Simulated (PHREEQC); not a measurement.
**Metal-bearing waste water: an equilibrium model**

Solution (25 °C): 0.028 mol Al2(SO4)3, 0.3 mol NiCl2, 0.0036 mol NaHCO3 and 0.002 mol NaCl per kg of water. Closed to the air; pH follows from the charge balance.

Model: ion-association model, wateq4f.dat, run in PHREEQC.

```json
{
  "pH": "4.50",
  "ionic_strength": "0.778 mol/kgw",
  "activity_of_water": "0.985",
  "total_alkalinity": "3.60 meq/kg"
}
```

```csv
species,molality,activity,log γ
Cl-,0.472,0.290,-0.212
Ni+2,0.175,0.0581,-0.480
NiCl+,0.0557,0.0423,-0.120
NiCl2,0.0372,0.0445,0.078
NiSO4,0.0311,0.0372,0.078
AlSO4+,0.0277,0.0177,-0.195
Al+3,0.0226,0.00170,-1.122
SO4-2,0.0192,0.00329,-0.766
Na+,0.00550,0.00390,-0.150
CO2,0.00298,0.00357,0.078
```

This is a speciation only: nothing precipitates in the calculation. The solution is supersaturated, for example in Basaluminite, Boehmite (slow to form), so a real one may precipitate; this is no full list. Ionic strength above about 0.7 mol/kgw puts this run outside the model's range. Species that the database lacks are ignored.
